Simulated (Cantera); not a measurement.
An adiabatic, constant-pressure homogeneous reactor starts with C3H8 : O2 : N2 = 1 : 2.5 : 20 (molar parts), equivalence ratio 2.0, at 1750 K and 10.0 bar. Integrator tolerance rtol = 1e-08.

Model: GRI-Mech 3.0 (53 species, 325 reactions), integrated in Cantera. GRI-Mech 3.0 was tuned for natural gas; its chemistry of propane as a main component is partial and can be far from experiment.

Q: What does this change do: O2 2.5 to 1.5 parts?

A: 
```tsv
quantity	before	after
time of steepest temperature rise	5.01 µs	6.62 µs
temperature at 1.00 s	2462 K	1982 K
equilibrium temperature	2462 K	1980 K
x(C3H8) at 1.00 s	<1e-12 (gas-phase equilibrium <1e-12)	<1e-12 (gas-phase equilibrium <1e-12)
x(O2) at 1.00 s	1.30e-6 (gas-phase equilibrium 1.30e-6)	<1e-12 (gas-phase equilibrium <1e-12)
x(N2O) at 1.00 s	8.85e-9 (gas-phase equilibrium 8.85e-9)	1.36e-12 (gas-phase equilibrium <1e-12)
x(H2O) at 1.00 s	0.0618 (gas-phase equilibrium 0.0618)	0.000881 (gas-phase equilibrium 0.000323)
x(CO) at 1.00 s	0.0991 (gas-phase equilibrium 0.0991)	0.110 (gas-phase equilibrium 0.111)
```

Q: What does this change do: pressure from 10.0 bar to 24.0 bar?

A: 
```tsv
quantity	before	after
time of steepest temperature rise	5.01 µs	2.65 µs
temperature at 1.00 s	2462 K	2467 K
equilibrium temperature	2462 K	2467 K
x(C3H8) at 1.00 s	<1e-12 (gas-phase equilibrium <1e-12)	<1e-12 (gas-phase equilibrium <1e-12)
x(O2) at 1.00 s	1.30e-6 (gas-phase equilibrium 1.30e-6)	5.70e-7 (gas-phase equilibrium 5.70e-7)
x(N2O) at 1.00 s	8.85e-9 (gas-phase equilibrium 8.85e-9)	9.15e-9 (gas-phase equilibrium 9.15e-9)
x(H2O) at 1.00 s	0.0618 (gas-phase equilibrium 0.0618)	0.0620 (gas-phase equilibrium 0.0620)
x(CO) at 1.00 s	0.0991 (gas-phase equilibrium 0.0991)	0.0992 (gas-phase equilibrium 0.0992)
```
The pressure lies above the range GRI-Mech 3.0 was tuned for (to about 10 atm).
